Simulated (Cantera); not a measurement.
# Low-pressure radical oxidation in H2/O2

A perfectly stirred reactor is fed with H₂ : O₂ = 0.29 : 1 (molar parts), equivalence ratio 0.14, at 3800 Pa; it is held at 1148 K, and followed from long to short residence time.

Cantera simulation using GRI-Mech 3.0 (53 species, 325 reactions); the numbers are that mechanism's predictions, not measurements. Radical loss at walls, strong at low pressure, is not modelled. The temperature is held fixed by assumption; the heat of reaction is taken as removed at once.

```csv
τ (s),x H₂,x O₂,x H₂O,x H₂O₂,x O
3.2,0.000200,0.746,0.253,4.88e-7,0.000277
1.3,0.000358,0.746,0.252,6.44e-7,0.000506
0.50,0.000655,0.745,0.252,8.40e-7,0.000954
0.20,0.00116,0.745,0.251,1.05e-6,0.00174
0.079,0.00204,0.743,0.249,1.27e-6,0.00315
0.031,0.00356,0.740,0.245,1.47e-6,0.00565
0.012,0.00619,0.735,0.239,1.64e-6,0.00997
0.0049,0.0103,0.728,0.228,1.72e-6,0.0164
0.0019,0.0176,0.715,0.208,1.69e-6,0.0259
0.00076,0.0292,0.702,0.180,1.61e-6,0.0351
```
x: mole fraction; the columns are a selection and need not sum to one.
